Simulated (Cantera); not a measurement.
**Hydrocarbon pyrolysis for carbon deposition**

An isothermal, constant-pressure homogeneous reactor starts with 7.14 % CH4, 92.9 % H2, at 1450 K and 880 Pa.

Cantera simulation using GRI-Mech 3.0 (53 species, 325 reactions); the numbers are that mechanism's predictions, not measurements. GRI-Mech 3.0 stops at C3 and has no aromatics, soot or wall deposition, so with more carbon than oxygen in the feed, carbon stays in small species such as C2H2 where larger ones or solid carbon would form. Radical loss at walls, strong at low pressure, is not modelled.

| t (s) | x CH4 | x H2 | x CH3 | x C2H | x CH2 |
|---|---|---|---|---|---|
| 3.00e-5 | 0.0714 | 0.929 | 4.51e-9 | <1e-12 | <1e-12 |
| 0.000144 | 0.0714 | 0.929 | 2.35e-8 | <1e-12 | <1e-12 |
| 0.000689 | 0.0714 | 0.929 | 1.19e-7 | <1e-12 | <1e-12 |
| 0.00330 | 0.0714 | 0.929 | 5.75e-7 | <1e-12 | <1e-12 |
| 0.0158 | 0.0714 | 0.929 | 2.76e-6 | <1e-12 | 4.05e-12 |
| 0.0758 | 0.0714 | 0.929 | 1.31e-5 | <1e-12 | 9.24e-11 |
| 0.363 | 0.0713 | 0.929 | 5.70e-5 | <1e-12 | 1.70e-9 |
| 1.74 | 0.0705 | 0.929 | 9.69e-5 | 2.54e-11 | 4.88e-9 |
| 8.35 | 0.0665 | 0.931 | 9.28e-5 | 2.05e-10 | 4.76e-9 |
| 40.0 | 0.0513 | 0.939 | 7.61e-5 | 9.30e-10 | 4.17e-9 |
x: mole fraction; the columns are a selection and need not sum to one.

Equilibrium at this temperature and pressure: CH4 0.00221, H2 0.965, CH3 4.61e-6, C2H 4.54e-9, CH2 3.69e-10 (gas phase only).
